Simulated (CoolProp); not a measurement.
A simple Rankine cycle with tetrahydrofuran: condensing at 319.15 K, boiler at 0.464 MPa, turbine inlet 397 K, turbine efficiency 0.65, pump efficiency 0.8, no recuperator. Each further row changes one setting.

Model: reference Helmholtz-energy equation of state, Fiedler 2023, in CoolProp.

```json
[
 {"case": "as stated", "thermal efficiency (%)": "10.8", "net work (kJ/kg)": "56.6", "heat in (kJ/kg)": "522", "turbine exit temperature (K)": "347.7", "volume ratio over the turbine": "8.66"},
 {"case": "turbine inlet 417 K", "thermal efficiency (%)": "10.9", "net work (kJ/kg)": "60.3", "heat in (kJ/kg)": "…", "turbine exit temperature (K)": "368.8", "volume ratio over the turbine": "8.64"},
 {"case": "condensing temperature 311.15 K", "thermal efficiency (%)": "…", "net work (kJ/kg)": "63.8", "heat in (kJ/kg)": "537", "turbine exit temperature (K)": "…", "volume ratio over the turbine": "11.6"},
 {"case": "boiler pressure 0.325 MPa", "thermal efficiency (%)": "9.3", "net work (kJ/kg)": "49.0", "heat in (kJ/kg)": "526", "turbine exit temperature (K)": "356.7", "volume ratio over the turbine": "6.05"},
 {"case": "turbine efficiency 0.55", "thermal efficiency (%)": "9.1", "net work (kJ/kg)": "47.8", "heat in (kJ/kg)": "522", "turbine exit temperature (K)": "354.6", "volume ratio over the turbine": "8.83"}
]
```

Problem. What belongs in the gaps?

Solution. 
- turbine inlet 417 K, heat in (kJ/kg): 554
- condensing temperature 311.15 K, thermal efficiency (%): 11.9
- condensing temperature 311.15 K, turbine exit temperature (K): 341.7
